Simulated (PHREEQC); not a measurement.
**Nickel, zinc or cadmium bath**

Consider water at 25 °C with 5.1 mmol/kgw NiSO4, 0.087 mmol/kgw Na2SO4 and 140 mmol/kgw MnSO4. Closed to the air; pH follows from the charge balance.

All values are PHREEQC results (ion-association model, wateq4f.dat), not measurements.

Each row changes one thing in this solution. No solid was allowed to form.

```tsv
case	pH	ionic strength (mol/kgw)	SO4-2 (mol/kgw)	HSO4- (mol/kgw)
as made	6.32	0.304	0.0759	1.27e-6
diluted 2-fold with water	(withheld)	0.164	0.0411	7.44e-7
temperature from 25 to 85 °C	(withheld)	0.222	0.0556	1.68e-5
Na2SO4 from 8.7e-05 to 8.7e-06 mol/kgw	(withheld)	0.303	0.0759	1.49e-6
MnSO4 left out	6.28	0.0161	0.00404	1.43e-7
NiSO4 replaced by MgSO4 at the same molality	(withheld)	0.302	0.0756	1.17e-6
Na2SO4 left out	6.32	0.303	0.0759	1.27e-6
NiSO4 from 0.0051 to 0.051 mol/kgw	(withheld)	0.383	0.0955	2.10e-6
```

Question: What belongs in the gaps?

Answer: 
- diluted 2-fold with water, pH: 6.36
- temperature from 25 to 85 °C, pH: 5.73
- Na2SO4 from 8.7e-05 to 8.7e-06 mol/kgw, pH: 6.25
- NiSO4 replaced by MgSO4 at the same molality, pH: 6.35
- NiSO4 from 0.0051 to 0.051 mol/kgw, pH: 6.17

In wateq4f.dat the enthalpy of Ni(OH)2 has the wrong sign, so its saturation index can't be trusted away from 25 °C. Away from 25 °C the constants follow the database's enthalpies or fits; those with neither stay at their 25 °C values.
